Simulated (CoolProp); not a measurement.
1-butene along the isotherm 525 K: fugacity coefficient from the reference equation and from simpler models built on Tc = 419.3 K, pc = 40.06 bar, ω = 0.192; each cubic takes its own stable root.

The numbers come from the reference Helmholtz-energy equation of state, Lemmon 2005 in CoolProp. It is a short technical equation, of lower accuracy than the large ones.

```csv
p (bar),phase,reference
28.6,gas,0.8870
57.2,supercritical,0.7846
85.8,supercritical,0.6959
114,supercritical,0.6264
143,supercritical,0.5744
172,supercritical,0.5382
200,supercritical,0.5141
229,supercritical,0.4971
258,supercritical,0.4860
286,supercritical,0.4796
315,supercritical,0.4765
343,supercritical,0.4762
372,supercritical,0.4783
401,supercritical,0.4825
```

Q: How far does each simpler model (van der Waals, Redlich-Kwong, Soave-Redlich-Kwong, Peng-Robinson) lie from the reference over these 14 states: mean and median of the absolute difference, and the worst?

A: 
- van der Waals: mean 4.7 %, median 4.2 %, worst +12.5 % at 525 K and 401 bar
- Redlich-Kwong: mean 1.1 %, median 0.9 %, worst -2.3 % at 525 K and 114 bar
- Soave-Redlich-Kwong: mean 8.6 %, median 9.7 %, worst +13.6 % at 525 K and 401 bar
- Peng-Robinson: mean 1.2 %, median 1.1 %, worst -2.2 % at 525 K and 401 bar
